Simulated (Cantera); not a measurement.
**Equilibrium for carbothermic reduction: CuO + CH4 + N2**

A closed system holds: 1 mol CuO, 0.51 mol CH4, 5.2 mol N2, equilibrated at 2325 K.

Method: chemical equilibrium by Gibbs-energy minimisation in Cantera with the NASA 1993 tables (ideal gas, pure condensed phases). Candidate condensed phases: C, C6H6, C7H8, C8H18, Cu, CuO, Cu(OH)2, Cu2O, H2O; 139 gas species. The numbers say what is thermodynamically allowed, not how fast it happens.

From 0.000100 bar to 0.370 bar nothing is condensed. From 1.90 bar to 10.0 bar the condensed part is Cu(l). The main Cu-bearing gas is Cu throughout.

| P (Pa) | log p N2 | log p H | log p Cu | log p H2 | log p CO | log p H2O | log p O | log p OH | n Cu(l) |
|---|---|---|---|---|---|---|---|---|---|
| 10 | -4.23 | -4.78 | -4.95 | -5.64 | -5.26 | -6.26 | -5.49 | -6.18 | 0 |
| 52 | -3.49 | -4.28 | -4.21 | -4.64 | -4.54 | -4.92 | -5.14 | -5.34 | 0 |
| 270 | -2.76 | -3.86 | -3.47 | -3.81 | -3.82 | -3.95 | -5.01 | -4.79 | 0 |
| 1400 | -2.03 | -3.47 | -2.75 | -3.03 | -3.10 | -3.15 | -4.99 | -4.37 | 0 |
| 7200 | -1.32 | -3.10 | -2.04 | -2.29 | -2.38 | -2.41 | -4.99 | -4.01 | 0 |
| 37000 | -0.60 | -2.74 | -1.33 | -1.56 | -1.67 | -1.69 | -4.99 | -3.65 | 0 |
| 190000 | 0.15 | -2.36 | -1.24 | -0.80 | -0.91 | -0.93 | -5.00 | -3.27 | 0.787 |
| 1000000 | 0.89 | -1.99 | -1.24 | -0.06 | -0.18 | -0.20 | -5.00 | -2.90 | 0.961 |
log p: log10 of the partial pressure in bar; n: condensed amount in mol.
